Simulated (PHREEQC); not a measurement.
Consider water at 95 °C with 0.002 mol/kgw HF, 0.00048 mol/kgw H2SiF6, 0.015 mol/kgw H3PO4 and 0.00031 mol/kgw H2SO4. Closed to the air; pH follows from the charge balance.

The numbers come from PHREEQC with the ion-association model, phreeqc.dat.

| quantity | before | after |
|---|---|---|
| pH | 2.23 | 2.23 |
| ionic strength (mol/kgw) | 0.00652 | 0.00651 |
| HF (mol/kgw) | 0.00473 | 0.00454 |
| F- (mol/kgw) | 0.000145 | 0.000139 |
| SiF6-2 (mol/kgw) | 3.56e-8 | 2.78e-8 |
| SI of Quartz (SiO2) | -0.17 | -0.17 |

Problem. What was changed between the two runs?
(A) HF replaced by NaF at the same molality
(B) H2SiF6 replaced by Na2SiF6 at the same molality
(C) H2SO4 left out
(D) HF from 0.002 to 0.0018 mol/kgw
(E) H3PO4 left out

Solution. D, HF from 0.002 to 0.0018 mol/kgw

No solid was allowed to form. At this temperature some constants are extrapolated from 25 °C, and those without enthalpy data are left unchanged. SiF6-2 is the database's only silicon fluoride.
